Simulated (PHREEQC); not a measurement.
Make-up at 35 °C: 0.0145 mol/kgw KHCO3, 0.019 mol/kgw KOH and 4.6e-05 mol/kgw NaCl. Closed to the air; pH follows from the charge balance.

Equilibrium calculation in PHREEQC: ion-association model, wateq4f.dat.

- pH = 11.31
- ionic strength = 0.0474 mol/kgw
- total alkalinity = 33.5 meq/kg

| species | molality | activity | log γ |
|---|---|---|---|
| K+ | 0.0335 | 0.0273 | -0.090 |
| CO3-2 | 0.0138 | 0.00652 | -0.326 |
| OH- | 0.00519 | 0.00421 | -0.090 |
| HCO3- | 0.000685 | 0.000568 | -0.081 |
| Cl- | 4.60e-5 | 3.74e-5 | -0.090 |
| Na+ | 3.84e-5 | 3.17e-5 | -0.084 |
| NaCO3- | 7.56e-6 | 6.27e-6 | -0.081 |
| NaHCO3 | 1.00e-8 | 1.01e-8 | 0.005 |

Precipitation was switched off in this run.
